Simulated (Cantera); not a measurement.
## Gas-phase reforming

A perfectly stirred reactor is fed with 70.4 % CH4, 21.8 % H2O, 7.75 % H2, at 39000 Pa; it is held at 1725 K, and followed from long to short residence time.

Model: GRI-Mech 3.0 (53 species, 325 reactions), integrated in Cantera. GRI-Mech 3.0 stops at C3 and has no aromatics, soot or wall deposition, so with more carbon than oxygen in the feed, carbon stays in small species such as C2H2 where larger ones or solid carbon would form.

| τ (s) | x CH4 | x H2O | x H2 | x C2H | x C2H2 | x H |
|---|---|---|---|---|---|---|
| 3.6 | 0.0249 | 0.0236 | 0.724 | 2.80e-7 | 0.131 | 0.000247 |
| 1.4 | 0.0376 | 0.0454 | 0.698 | 2.98e-7 | 0.140 | 0.000237 |
| 0.56 | 0.0572 | 0.0737 | 0.663 | 3.16e-7 | 0.150 | 0.000222 |
| 0.22 | 0.0890 | 0.104 | 0.617 | 3.22e-7 | 0.157 | 0.000202 |
| 0.087 | 0.139 | 0.129 | 0.561 | 3.04e-7 | 0.153 | 0.000178 |
| 0.034 | 0.216 | 0.149 | 0.488 | 2.60e-7 | 0.135 | 0.000150 |
| 0.014 | 0.312 | 0.166 | 0.403 | 2.02e-7 | 0.107 | 0.000122 |
| 0.0053 | 0.434 | 0.184 | 0.298 | 1.30e-7 | 0.0689 | 9.07e-5 |
| 0.0021 | 0.545 | 0.200 | 0.203 | 6.39e-8 | 0.0335 | 6.36e-5 |
x: mole fraction; the columns are a selection and need not sum to one.
